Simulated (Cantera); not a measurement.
Charge: 1 mol CO, 0.051 mol H2O, 0.89 mol N2, 1.4 mol NH3, equilibrated at 8.70 bar.

These are equilibrium values from Cantera (NASA tables, ideal gas, pure condensed phases), not measurements of a reactor. Candidate condensed phases: C, C6H6, C7H8, C8H18, H2O; 169 gas species. Ions and electrons are included (thermal ionisation). The numbers say what is thermodynamically allowed, not how fast it happens.

x: gas mole fraction; nothing condenses.

```
T (K)       x H    x H2   x N2   x CO    x H2O
-----  --------  ------  -----  -----  -------
2000   0.000367   0.444  0.335  0.210  0.00981
2250    0.00167   0.443  0.335  0.210  0.00994
2500    0.00565   0.440  0.334  0.210  0.00999
2750     0.0153   0.433  0.333  0.209  0.00993
3000     0.0346   0.419  0.329  0.207  0.00968
3250     0.0684   0.394  0.324  0.203  0.00910
3500      0.120   0.358  0.315  0.198      [?]
3750      0.189   0.308  0.303  0.190      [?]
4000      0.270   0.250  0.288  0.181      [?]
4250      0.355   0.190  0.273  0.172      [?]
4500      0.431   0.135  0.260  0.164      [?]
4750      0.491  0.0914  0.248  0.157      [?]
5000      0.534  0.0600  0.239  0.152      [?]
```

Question: What belongs in the gaps?

Answer: 
- 3500, x H2O: 0.00800
- 3750, x H2O: 0.00629
- 4000, x H2O: 0.00421
- 4250, x H2O: 0.00232
- 4500, x H2O: 0.00108
- 4750, x H2O: 0.000450
- 5000, x H2O: 0.000184
